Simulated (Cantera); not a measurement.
Charge: 1 mol B₂O₃, 2.2 mol NH₃, 27 mol N₂, equilibrated at 1327 °C and 240 Torr.

Equilibrium computed with Cantera from the NASA thermochemical tables; the gas is ideal and each condensed phase is pure. Candidate condensed phases: B, BN, B₂O₃, B₃O₃H₃, H₂O; 39 gas species. Mutual solubility and eutectic melting of coexisting phases are not modelled. Gases not in the tables: H₃BO₃. Equilibrium is a limit: real reactors are often held back by kinetics, nucleation or transport.

Base state: N₂ 0.893, H₂ 0.103, HBO₂ 0.00221, H₂O 0.000507, B₂O₃ 0.000458, HBO 0.000438, H 3.09e-5, B₂O₂ 1.08e-5 (mole fractions); condensed: BN(s) + B₂O₃(l).

Question: What changes in the equilibrium state with this change: NH₃ from 2.2 to 0.17 mol?

Answer: 
```csv
species,before,after
N₂,0.893,0.990
H₂,0.103,0.00888
HBO₂,0.00221,0.000658
H₂O,0.000507,4.51e-5
HBO,0.000438,0.000126
H,3.09e-5,9.06e-6
B₂O₂,1.08e-5,1.04e-5
"BN(s), mol",0.0289,0.00546
"B₂O₃(l), mol",0.929,0.974
```

Question: What changes in the equilibrium state with this change: NH₃ from 2.2 to 0.19 mol?

Answer: 
```csv
species,before,after
N₂,0.893,0.989
H₂,0.103,0.00993
HBO₂,0.00221,0.000696
H₂O,0.000507,5.05e-5
HBO,0.000438,0.000134
H,3.09e-5,9.58e-6
B₂O₂,1.08e-5,1.04e-5
"BN(s), mol",0.0289,0.00584
"B₂O₃(l), mol",0.929,0.973
```
